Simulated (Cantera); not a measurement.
Cantera run:

```python
import numpy as np
import cantera as ct

gas_names = """
    AL ALN ALO ALO2 AL2 AL2O AL2O2 N NO NO2 NO3 N2 N2O O O2 O3
""".split()
cond_names = """
    AL(cr) AL(L) ALN(s) AL2O3(a) AL2O3(L)
""".split()


def load(file, names, dense=False):
    # The tables refer to 1 bar. Condensed volumes are neglected.
    table = {s.name: s for s in ct.Species.list_from_file(file)}
    out = []
    for n in names:
        d = dict(table[n].input_data)
        d["thermo"] = dict(d["thermo"], **{"reference-pressure": 1e5})
        if dense:
            d["equation-of-state"] = {"model": "constant-volume", "density": "1e6 g/cm^3"}
        out.append(ct.Species.from_dict(d))
    return out


gas = ct.Solution(thermo="ideal-gas", species=load("nasa_gas.yaml", gas_names))
cond = {s.name: ct.Solution(thermo="fixed-stoichiometry", species=[s], name=s.name)
        for s in load("nasa_condensed.yaml", cond_names, dense=True)}
atoms = {
    'AlN': {'AL': 1, 'N': 1},
    'O2': {'O': 2},
    'N2': {'N': 2},
}
top_T = {'ALN(s)': 2750}  # K; cautious upper limits of use, not melting points


def equilibrate(T, P, feed):
    n = {}
    for name, mol in feed.items():
        for a, k in atoms[name].items():
            n[a] = n.get(a, 0.0) + k * mol
    gas.TPX = T, P, n
    mass = sum(n.values()) * gas.mean_molecular_weight
    gas.equilibrate("TP")
    valid = [c for c in cond.values() if c.min_temp <= T <= top_T.get(c.name, c.max_temp)]
    mix = ct.Mixture([(gas, mass / gas.mean_molecular_weight)] + [(c, 0.0) for c in valid])
    mix.T, mix.P = T, P
    mix.equilibrate("TP", solver="vcs", rtol=1e-11, max_steps=5000)
    return mix


results = []
feed = {'AlN': 1, 'O2': 0.15, 'N2': 12}  # mol
P = 69  # Pa
for T in [923, 1023, 1123, 1223, 1323, 1423, 1523, 1623, 1723, 1823]:
    mix = equilibrate(T, P, feed)
    results.append((T, P, feed, dict(zip(mix.species_names, mix.species_moles))))

top = {s: max(r[3][s] / sum(r[3][g] for g in gas_names) for r in results) for s in gas_names}
cols = sorted((s for s in top if top[s] > 1e-06), key=lambda s: -top[s])[:8]
seen = [c for c in cond_names if any(r[3].get(c, 0) > 1e-12 for r in results)]
print("log10 of partial pressures in bar; condensed amounts in mol")
print(f"{'T/K':>10s}" + "".join(f"{s[:9]:>10s}" for s in cols + seen))
for T, P, feed, n in results:
    ng = sum(n[g] for g in gas_names)
    print(f"{T:10.4g}" + "".join(f"{np.log10(max(n[s] / ng * P / 1e5, 1e-99)):10.3f}" for s in cols)
          + "".join(f"{n.get(c, 0):10.4g}" for c in seen))
```

It prints:

```
log10 of partial pressures in bar; condensed amounts in mol
       T/K        N2        AL      AL2O       ALO    ALN(s)  AL2O3(a)
       923    -3.161   -22.582   -27.925   -29.222       0.8       0.1
      1023    -3.161   -19.024   -23.350   -25.217       0.8       0.1
      1123    -3.161   -16.104   -19.602   -21.933       0.8       0.1
      1223    -3.161   -13.666   -16.476   -19.192       0.8       0.1
      1323    -3.161   -11.601   -13.830   -16.869       0.8       0.1
      1423    -3.161    -9.829   -11.564   -14.877       0.8       0.1
      1523    -3.161    -8.293    -9.601   -13.150    0.7999       0.1
      1623    -3.161    -6.949    -7.887   -11.639    0.7977   0.09992
      1723    -3.163    -5.763    -6.375   -10.305    0.7597   0.09752
      1823    -3.180    -4.700    -5.023    -9.117    0.1878   0.04059
```

Equilibrium computed with Cantera from the NASA thermochemical tables; the gas is ideal and each condensed phase is pure. Mutual solubility and eutectic melting of coexisting phases are not modelled.
